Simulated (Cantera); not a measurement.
Input: 1 mol acetone, 0.012 mol O2, 4.6 mol H2, held at 1298.15 K.

Cantera equilibrium calculation (NASA polynomials, part measured and part estimated; ideal gas, pure solids and liquids). Candidate condensed phases: C, C6H6, C7H8, C8H18, H2O; 110 gas species. The feed counts by its element totals alone. The ideal-gas law is rough above about 30 bar. Equilibrium is a limit: real reactors are often held back by kinetics, nucleation or transport.

Task: What share of the C ends up in condensed phases as a function of P (Pa), at 10, 100, 1000, 10000, 100000, 1000000, 10000000?

Result: 
```json
[
 {"P (Pa)": "10", "C condensed (%)": "65.9", "as": "C(graphite)"},
 {"P (Pa)": "100", "C condensed (%)": "65.9", "as": "C(graphite)"},
 {"P (Pa)": "1000", "C condensed (%)": "65.9", "as": "C(graphite)"},
 {"P (Pa)": "10000", "C condensed (%)": "65.7", "as": "C(graphite)"},
 {"P (Pa)": "100000", "C condensed (%)": "64.4", "as": "C(graphite)"},
 {"P (Pa)": "1000000", "C condensed (%)": "53.9", "as": "C(graphite)"},
 {"P (Pa)": "10000000", "C condensed (%)": "20.0", "as": "C(graphite)"}
]
```
